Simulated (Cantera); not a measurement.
A counterflow diffusion flame at 1.00 bar, nozzles 20 mm apart: fuel side 100 % CH3OH at 525 K, oxidiser side 23.0 % O2, 77.0 % N2 at 700 K, fuel mass flux 1.3 times the oxidiser's; mixture-averaged transport, no radiation.

Computed with Cantera and GRI-Mech 3.0 (53 species, 325 reactions). GRI-Mech 3.0 was tuned for natural gas; its chemistry of methanol as a main component is partial and can be far from experiment. GRI-Mech 3.0 has no aromatics or soot, which form on the fuel side of real flames. The maximum strain rate includes the flame's own expansion and is several times the mean.

x: mole fraction; the columns are a selection and need not sum to one.

```tsv
oxidiser flux (kg/m²/s)	max strain (1/s)	mean strain (1/s)	T max (K)	peak x OH	peak x H	peak x NO	peak x CO	peak x C2H2
0.25	218	47.3	2297	0.0142	___	0.000261	0.207	0.000139
0.35	295	66.2	2258	0.0144	___	0.000188	0.205	0.000175
0.49	400	92.7	2214	0.0145	___	0.000134	0.203	0.000219
0.69	547	131	2166	0.0145	0.0111	9.57e-5	0.201	0.000270
0.96	741	182	2118	0.0143	___	7.22e-5	0.197	0.000327
1.4	1050	265	2068	0.0142	0.0132	5.61e-5	0.195	0.000399
1.9	1410	359	2027	0.0139	0.0140	4.67e-5	0.192	0.000458
2.7	1970	511	1976	0.0134	0.0149	3.77e-5	0.188	0.000514
3.7	2660	700	1930	0.0128	0.0155	3.11e-5	0.184	0.000542
```

Complete the blanks.


- 0.25, peak x H: 0.00818
- 0.35, peak x H: 0.00912
- 0.49, peak x H: 0.0101
- 0.96, peak x H: 0.0120
